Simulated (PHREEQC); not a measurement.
Solution (25 °C): 1.9 mmol/kgw HF, 21 mmol/kgw KF, 0.064 mmol/kgw HCl and 22 mmol/kgw KBr. Closed to the air; pH follows from the charge balance.

All values are PHREEQC results (ion-association model, phreeqc.dat), not measurements.

Precipitation was switched off in this run.

Question: Predict the pH.

Answer: pH 4.16.

Question: In which forms is F present?

Answer: F- 91 %, HF 7.6 %, HF2- 1.2 % of the F.
